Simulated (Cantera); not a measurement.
A Cantera script and what it prints.

```python
import numpy as np
import cantera as ct

gas_names = """
    C CN CO CO2 C2 CCN CNC C2N2 C2O C3 C3O2 C4 C4N2 C5 N NCO NO NO2 NO3 N2 N2O O O2 O3 Si SiC SiC2 SiN
    SiO SiO2 Si2 Si2C Si2N Si3
""".split()
cond_names = """
    C(gr) Si(cr) Si(L) SiC(b) SiO2(Lqz) SiO2(hqz) SiO2(L) Si2N2O(s) Si3N4(a)
""".split()


def load(file, names, dense=False):
    # The tables refer to 1 bar. Condensed volumes are neglected.
    table = {s.name: s for s in ct.Species.list_from_file(file)}
    out = []
    for n in names:
        d = dict(table[n].input_data)
        d["thermo"] = dict(d["thermo"], **{"reference-pressure": 1e5})
        if dense:
            d["equation-of-state"] = {"model": "constant-volume", "density": "1e6 g/cm^3"}
        out.append(ct.Species.from_dict(d))
    return out


gas = ct.Solution(thermo="ideal-gas", species=load("nasa_gas.yaml", gas_names))
cond = {s.name: ct.Solution(thermo="fixed-stoichiometry", species=[s], name=s.name)
        for s in load("nasa_condensed.yaml", cond_names, dense=True)}
atoms = {
    'SiC': {'Si': 1, 'C': 1},
    'CO2': {'C': 1, 'O': 2},
    'N2': {'N': 2},
    'O2': {'O': 2},
}
top_T = {'C(gr)': 4500, 'SiC(b)': 3050, 'Si2N2O(s)': 2100, 'Si3N4(a)': 2400}  # K; cautious upper limits of use, not melting points


def equilibrate(T, P, feed):
    n = {}
    for name, mol in feed.items():
        for a, k in atoms[name].items():
            n[a] = n.get(a, 0.0) + k * mol
    gas.TPX = T, P, n
    mass = sum(n.values()) * gas.mean_molecular_weight
    gas.equilibrate("TP")
    valid = [c for c in cond.values() if c.min_temp <= T <= top_T.get(c.name, c.max_temp)]
    mix = ct.Mixture([(gas, mass / gas.mean_molecular_weight)] + [(c, 0.0) for c in valid])
    mix.T, mix.P = T, P
    mix.equilibrate("TP", solver="vcs", rtol=1e-11, max_steps=5000)
    return mix


results = []
feed = {'SiC': 1, 'CO2': 0.077, 'N2': 88, 'O2': 0.87}  # mol
T = 2248  # K
P = 240000  # Pa
mix = equilibrate(T, P, feed)
results.append((T, P, feed, dict(zip(mix.species_names, mix.species_moles))))
x = sorted(zip(gas.X, gas.species_names), reverse=True)
print(f"T = {T:g} K  P = {P:g} Pa  gas = {mix.phase_moles(0):.4g} mol")
print("   x: " + "  ".join(f"{s} {v:.3e}" for v, s in x if v > 0.001))
print("   condensed (mol): " + ("  ".join(f"{mix.phase(i).name} {mix.phase_moles(i):.4g}"
      for i in range(1, mix.n_phases) if mix.phase_moles(i) > 1e-12) or "none"))
```

Output:

```
T = 2248 K  P = 240000 Pa  gas = 89.92 mol
   x: N2 9.786e-01  CO 1.116e-02  SiO 9.898e-03
   condensed (mol): SiC(b) 0.07144
```

Method: chemical equilibrium by Gibbs-energy minimisation in Cantera with the NASA 1993 tables (ideal gas, pure condensed phases). The tables' values for SiN are old estimates; treat these amounts as uncertain.
